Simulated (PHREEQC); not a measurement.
**Acid mine or pickling water (model solution)**

Model water analysis in mg/kgw, 25 °C, pH 1.82, pe 9.1: Na 53; K 99; Ca 247; Mg 15.4; Cl 172; S(6) as SO4 2120; O(0) (dissolved oxygen) 2.59; Zn 0.734; P as PO4 1.92; Si as SiO2 31.2.

Valence states are taken as typed.

The numbers come from PHREEQC with the ion-association model, wateq4f.dat.

Each row changes one thing in this solution. Precipitation was switched off in this run.

| case | ionic strength (mol/kgw) | SO4-2 (mol/kgw) | HSO4- (mol/kgw) | Ca+2 (mol/kgw) | K+ (mol/kgw) | CaSO4 (mol/kgw) | SI of Chalcedony (SiO2) | SI of Gypsum (CaSO4:2H2O) |
|---|---|---|---|---|---|---|---|---|
| as made | 0.0486 | 0.0107 | 0.00890 | 0.00406 | 0.00245 | 0.00190 | +0.27 | -0.44 |
| O(0) from 2.59 to 1.29 mg/kgw | 0.0486 | 0.0107 | 0.00890 | 0.00406 | 0.00245 | 0.00190 | +0.27 | -0.44 |
| all concentrations times 3 at the same typed pH | 0.123 | 0.0332 | 0.0223 | ___ | ___ | 0.00793 | +0.76 | +0.19 |
| K from 99 to 49.5 mg/kgw | 0.0479 | 0.0107 | 0.00893 | 0.00405 | 0.00122 | ___ | +0.27 | -0.43 |

Question: What belongs in the gaps?

Answer: 
- all concentrations times 3 at the same typed pH, Ca+2 (mol/kgw): 0.00962
- all concentrations times 3 at the same typed pH, K+ (mol/kgw): 0.00704
- K from 99 to 49.5 mg/kgw, CaSO4 (mol/kgw): 0.00191

Some of these states are supersaturated (in Quartz (slow to form), Chalcedony (slow to form), Gypsum, for instance). H3PO4, which wateq4f.dat lacks, is added to it with the constant of phreeqc.dat. The database has no phosphate complexes of Zn.
